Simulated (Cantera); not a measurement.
**Hydrocarbon pyrolysis for carbon deposition**

An isothermal, constant-pressure homogeneous reactor starts with 7.14 % C₂H₆, 92.9 % N₂, at 1825 K and 13300 Pa.

Model: GRI-Mech 3.0 (53 species, 325 reactions), integrated in Cantera. GRI-Mech 3.0 stops at C3 and has no aromatics, soot or wall deposition, so with more carbon than oxygen in the feed, carbon stays in small species such as C2H2 where larger ones or solid carbon would form.

```csv
t (s),x C₂H₆,x H₂,x C₂H₂,x C₂H₄,x CH₃
2.00e-5,0.0466,0.00762,0.000160,0.00740,0.0226
0.000104,0.00195,0.0616,0.0229,0.0246,0.0120
0.000545,3.86e-5,0.0952,0.0501,0.00397,0.00191
0.00284,7.88e-6,0.104,0.0555,0.000325,0.000790
0.0148,2.66e-6,0.112,0.0584,0.000104,0.000462
0.0775,2.45e-7,0.121,0.0614,2.68e-5,0.000145
0.404,8.12e-9,0.124,0.0623,2.04e-5,2.68e-5
2.11,5.42e-10,0.125,0.0624,2.03e-5,6.17e-6
11.0,3.62e-10,0.125,0.0624,2.03e-5,4.66e-6
57.5,3.62e-10,0.125,0.0623,2.03e-5,4.67e-6
300,3.63e-10,0.125,0.0620,2.02e-5,4.69e-6
```
x: mole fraction; the columns are a selection and need not sum to one.

Equilibrium at this temperature and pressure: C₂H₆ 1.35e-10, H₂ 0.125, C₂H₂ 0.0219, C₂H₄ 7.12e-6, CH₃ 2.88e-6 (gas phase only).
